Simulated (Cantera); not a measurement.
# Ignition delay

Mixture: 37.1 % H2, 13.2 % O2, 49.7 % N2, equivalence ratio 1.4, at 6530 Torr, adiabatic and at constant pressure. Ignition delay is the time to a rise of 400 K.

Model: the H2/O2 subset of GRI-Mech 3.0, which has no nitrogen chemistry, integrated in Cantera. The hydrogen kinetics of GRI-Mech 3.0 are dated; newer H2 mechanisms differ, most at raised pressure. Where the delays flatten at high temperature, the 400 K rule measures the pace of heat release, not the induction time.

| T0 (K) | delay (ms) |
|---|---|
| 1175 | 0.101 |
| 1250 | 0.0102 |
| 1325 | 0.00425 |
| 1400 | 0.00262 |
| 1475 | 0.00186 |
| 1550 | 0.00142 |
| 1625 | 0.00114 |
| 1700 | 0.000946 |
| 1775 | 0.000813 |
| 1850 | 0.000718 |
